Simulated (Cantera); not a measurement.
Equilibrium for silicon nitride deposition: SiCl4 + NH3

A closed system holds: 1 mol SiCl4, a varied amount of NH3, equilibrated at 5800 Pa.

Cantera equilibrium calculation (NASA polynomials, part measured and part estimated; ideal gas, pure solids and liquids). Candidate condensed phases: NH4Cl, Si, Si3N4; 28 gas species. The tables' values for SiCl3 are old estimates. Kinetics and transport are ignored.

Stable condensed phases:

```
T in K \ n(NH3) in mol
         2.4 2.8 3.2 3.7 4.3   5 5.8 6.7 7.7   9  10  12
   2173    A   A   A   A   A   A   A   A   A   B   B   B
   2023    A   A   A   A   A   A   A   A   B   B   B   B
   1873    A   A   A   A   A   A   A   A   A   B   B   B
   1723    A   A   A   A   C   C   C   C   C   C   C   C
   1573    C   C   C   C   C   C   C   C   C   C   C   C
   1423    C   C   C   C   C   C   C   C   C   C   C   C
   1273    C   C   C   C   C   C   C   C   C   C   C   C
   1123    C   C   C   C   C   C   C   C   C   C   C   C
    973    C   C   C   C   C   C   C   C   C   C   C   C
```

A: gas only; B: Si; C: Si3N4.
